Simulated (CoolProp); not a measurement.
Ammonia at 293.15 K and 2.64 MPa is throttled through a valve to 1.01 MPa with no heat exchange. Each further row changes one setting.

The numbers come from the reference Helmholtz-energy equation of state, Gao 2020 in CoolProp.

```csv
case,temperature change (K),final phase,final density (kg/m³)
as stated,+0.2,liquid,610
outlet pressure 0.303 MPa,-29.0,"two-phase, vapour fraction 0.105",22.9
outlet pressure 1.31 MPa,+0.1,liquid,611
```
